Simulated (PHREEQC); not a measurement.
Make-up at 60 °C: 0.57 mol/kgw ZnBr2 and 0.0015 mol/kgw CaSO4. Closed to the air; pH follows from the charge balance.

Equilibrium calculation in PHREEQC: ion-association model, phreeqc.dat.

| quantity | before | after |
|---|---|---|
| pH | 4.60 | 4.65 |
| ZnBr+ (mol/kgw) | 0.0112 | 0.00488 |
| ZnBr2 (mol/kgw) | 0.00155 | 0.000373 |
| ZnOH+ (mol/kgw) | 3.52e-5 | 3.09e-5 |
| SI of Gypsum (CaSO4:2H2O) | -3.01 | -3.51 |

Which change was made?
A) 0.43 mol/kgw HBr added
B) diluted 2-fold with water
C) CaSO4 from 0.0015 to 0.00225 mol/kgw
D) diluted 100-fold with water
E) CaSO4 from 0.0015 to 0.003 mol/kgw

B, diluted 2-fold with water

No solid was allowed to form. The ionic strength passes 0.7 mol/kgw, the rough limit of the ion-association models, in every such run. At this temperature some constants are extrapolated from 25 °C, and those without enthalpy data are left unchanged.
